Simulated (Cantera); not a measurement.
# Equilibrium for roasting and sulfation: FeS₂ + O₂ + N₂ + SO₂

Charge: 1 mol FeS₂, 1.5 mol O₂, 33 mol N₂, 0.053 mol SO₂, equilibrated at 2100 Pa.

Cantera equilibrium calculation (NASA polynomials, part measured and part estimated; ideal gas, pure solids and liquids). Candidate condensed phases: Fe, FeO, FeS, FeSO₄, FeS₂, Fe₂O₃, Fe₂(SO₄)₃, Fe₃O₄, S; 19 gas species. Metal and sulfide melt together well below either melting point, which pure phases cannot show. Mutual solubility and eutectic melting of coexisting phases are not modelled. The tables' stoichiometric FeO is somewhat more stable than real wüstite, so its field is too wide. FeO, FeS: taken at fixed stoichiometry. Gases not in the tables: S₃ to S₇. The numbers say what is thermodynamically allowed, not how fast it happens.

From 625 °C to 875 °C the condensed part is FeS(s) + Fe₃O₄(s). From 925 °C to 975 °C the condensed part is FeO(s) + FeS(s). From 1025 °C to 1175 °C the condensed part is FeO(s).

```csv
T (°C),x N₂,x SO₂,x S₂,x SO,x S₂O,x S,x Fe,x NO,n FeS(s),n Fe₃O₄(s),n FeO(s)
625,0.960,0.0375,0.00225,1.39e-6,4.68e-5,1.19e-10,<1e-12,<1e-12,0.606,0.131,0
675,0.960,0.0370,0.00293,3.47e-6,5.50e-5,6.21e-10,<1e-12,<1e-12,0.578,0.141,0
725,0.960,0.0363,0.00371,7.91e-6,6.35e-5,2.76e-9,<1e-12,4.16e-12,0.545,0.152,0
775,0.960,0.0356,0.00458,1.66e-5,7.21e-5,1.06e-8,<1e-12,1.87e-11,0.509,0.164,0
825,0.960,0.0348,0.00554,3.25e-5,8.06e-5,3.61e-8,<1e-12,7.32e-11,0.469,0.177,0
875,0.959,0.0339,0.00656,5.98e-5,8.88e-5,1.10e-7,3.00e-12,2.54e-10,0.426,0.191,0
925,0.957,0.0343,0.00861,0.000109,0.000108,3.26e-7,3.03e-11,7.83e-10,0.266,0,0.734
975,0.956,0.0320,0.0118,0.000187,0.000130,9.12e-7,2.45e-10,2.09e-9,0.116,0,0.884
1025,0.955,0.0303,0.0143,0.000299,0.000143,2.24e-6,1.64e-9,5.32e-9,0,0,1.00
1075,0.955,0.0302,0.0142,0.000452,0.000141,4.71e-6,8.81e-9,1.35e-8,0,0,1.00
1125,0.955,0.0301,0.0142,0.000665,0.000139,9.40e-6,4.19e-8,3.23e-8,0,0,1.000
1175,0.955,0.0299,0.0141,0.000949,0.000136,1.79e-5,1.79e-7,7.23e-8,0,0,1.000
```
x: gas mole fraction; n: condensed amount in mol.
